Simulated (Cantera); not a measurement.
# NO annealing gas

An isothermal, constant-pressure homogeneous reactor starts with 61.0 % NO, 39.0 % N2, at 1525 K and 1.00 atm.

Detailed kinetics in Cantera: GRI-Mech 3.0 (53 species, 325 reactions).

| t (s) | x NO | x O | x NO2 | x N2O | x N2 | x O2 |
|---|---|---|---|---|---|---|
| 0.00100 | 0.610 | 4.08e-8 | 4.80e-6 | 4.67e-6 | 0.390 | 4.93e-9 |
| 0.00181 | 0.610 | 4.51e-8 | 8.81e-6 | 8.32e-6 | 0.390 | 1.46e-8 |
| 0.00327 | 0.610 | 5.32e-8 | 1.63e-5 | 1.46e-5 | 0.390 | 4.88e-8 |
| 0.00591 | 0.610 | 6.79e-8 | 3.06e-5 | 2.53e-5 | 0.390 | 1.85e-7 |
| 0.0107 | 0.610 | 9.52e-8 | 5.81e-5 | 4.20e-5 | 0.390 | 7.97e-7 |
| 0.0193 | 0.610 | 1.44e-7 | 0.000111 | 6.57e-5 | 0.390 | 3.84e-6 |
| 0.0350 | 0.609 | 2.21e-7 | 0.000201 | 9.32e-5 | 0.390 | 1.94e-5 |
| 0.0632 | 0.609 | 3.10e-7 | 0.000312 | 0.000116 | 0.391 | 8.68e-5 |
| 0.114 | 0.608 | 3.66e-7 | 0.000384 | 0.000126 | 0.391 | 0.000289 |
| 0.207 | 0.608 | 3.91e-7 | 0.000415 | 0.000127 | 0.391 | 0.000711 |
| 0.374 | 0.606 | 4.23e-7 | 0.000451 | 0.000127 | 0.392 | 0.00148 |
| 0.676 | 0.603 | 4.74e-7 | 0.000509 | 0.000125 | 0.393 | 0.00287 |
| 1.22 | 0.598 | 5.54e-7 | 0.000596 | 0.000123 | 0.396 | 0.00536 |
| 2.21 | 0.589 | 6.71e-7 | 0.000720 | 0.000119 | 0.400 | 0.00977 |
| 4.00 | 0.573 | 8.36e-7 | 0.000884 | 0.000113 | 0.408 | 0.0175 |
x: mole fraction; the columns are a selection and need not sum to one.

Equilibrium at this temperature and pressure: NO 0.00157, O 3.12e-6, NO2 9.40e-6, N2O 9.01e-8, N2 0.694, O2 0.304 (gas phase only).
